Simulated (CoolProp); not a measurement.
Vapour-liquid equilibrium of R1234yf (1) + isobutane (2) at 1.47 bar; x and y are mole fractions of (1).

The numbers come from the multi-fluid Helmholtz-energy mixture model, Lemmon 2022 and Bücker 2006; pair parameters Bell 2016 in CoolProp.

```
x      bubble temperature, mixture model (K)  bubble temperature, Raoult's law (K)  y, mixture model  y, Raoult's law
-----  -------------------------------------  ------------------------------------  ----------------  ---------------
0.05                                   265.7                                 269.9             0.217            0.096
0.125                                  260.5                                 268.0             0.393            0.225
0.2                                    257.5                                 266.2             0.489            0.337
0.275                                  255.7                                 264.5             0.549            0.436
0.35                                   254.5                                 262.9             0.592            0.524
0.425                                  253.6                                 261.5             0.626            0.603
0.5                                    253.0                                 260.1             0.657            0.673
0.575                                  252.5                                 258.8             0.687            0.736
0.65                                   252.1                                 257.5             0.721            0.793
0.725                                  251.8                                 256.4             0.759            0.845
0.8                                    251.7                                 255.2             0.805            0.892
0.875                                  251.8                                 254.2             0.863            0.936
0.95                                   252.1                                 253.2             0.937            0.975
```

The largest gap from Raoult's law is -8.8 K in bubble temperature, at x = 0.275. y crosses x between x = 0.8 and 0.875: the model has an azeotrope there.

The pair parameters rest on a limited set of measurements; away from them the model extrapolates.
